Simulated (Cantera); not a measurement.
A Cantera script and its output.

```python
import numpy as np
import cantera as ct

gas = ct.Solution("gri30.yaml")
gas.TPX = 1925, 15000, {'NO': 2.9, 'N2': 1.5}
reactor = ct.IdealGasConstPressureReactor(gas, energy="off", clone=False)
net = ct.ReactorNet([reactor])
net.rtol, net.atol = 1e-08, 1e-18
show = ['NO', 'NO2', 'O2', 'O', 'N2']
times = np.geomspace(0.0003, 6, 11)

steps = ct.SolutionArray(gas, extra=["t"])
rows = []
print(f"{'t/s':>10s}{'T/K':>9s}{'P/Pa':>11s}" + "".join(f"{s:>11s}" for s in show))
for t in times:
    while net.time < t:
        t_next = net.step()
        steps.append(gas.state, t=t_next)
    rows.append([np.interp(t, steps.t, y) for y in (steps.T, steps.P, *steps(*show).X.T)])
    print(f"{t:10.3e}{rows[-1][0]:9.1f}{rows[-1][1]:11.4g}" + "".join(f"{x:11.3e}" for x in rows[-1][2:]))
rate = np.gradient(steps.T, steps.t)
print("integrator steps:", len(steps.t))
if steps.T.max() > steps.T[0] + 200:
    print(f"time of steepest temperature rise: {steps.t[rate.argmax()]:.4e} s")
gas.TPX = 1925, 15000, {'NO': 2.9, 'N2': 1.5}
gas.equilibrate("TP")
print(f"equilibrium (TP): T = {gas.T:.1f} K  " + "  ".join(f"{s} {gas[s].X[0]:.3e}" for s in show))
```

It prints:

```
       t/s      T/K       P/Pa         NO        NO2         O2          O         N2
 3.000e-04   1925.0    1.5e+04  6.591e-01  2.200e-06  1.876e-07  1.109e-05  3.409e-01
 8.077e-04   1925.0    1.5e+04  6.590e-01  1.140e-05  1.435e-06  2.566e-05  3.409e-01
 2.174e-03   1925.0    1.5e+04  6.589e-01  4.170e-05  1.397e-05  5.709e-05  3.409e-01
 5.854e-03   1925.0    1.5e+04  6.585e-01  8.314e-05  1.279e-04  9.755e-05  3.411e-01
 1.576e-02   1925.0    1.5e+04  6.574e-01  9.581e-05  6.167e-04  1.116e-04  3.416e-01
 4.243e-02   1925.0    1.5e+04  6.546e-01  1.029e-04  2.023e-03  1.183e-04  3.430e-01
 1.142e-01   1925.0    1.5e+04  6.469e-01  1.186e-04  5.832e-03  1.327e-04  3.468e-01
 3.075e-01   1925.0    1.5e+04  6.263e-01  1.514e-04  1.611e-02  1.650e-04  3.571e-01
 8.278e-01   1925.0    1.5e+04  5.720e-01  2.036e-04  4.316e-02  2.278e-04  3.842e-01
 2.229e+00   1925.0    1.5e+04  4.446e-01  2.412e-04  1.068e-01  3.292e-04  4.480e-01
 6.000e+00   1925.0    1.5e+04  2.303e-01  1.763e-04  2.139e-01  4.490e-04  5.551e-01
integrator steps: 730
equilibrium (TP): T = 1925.0 K  NO 7.109e-03  NO2 6.729e-06  O2 3.256e-01  O 5.453e-04  N2 6.667e-01
```

Cantera simulation using GRI-Mech 3.0 (53 species, 325 reactions); the numbers are that mechanism's predictions, not measurements.
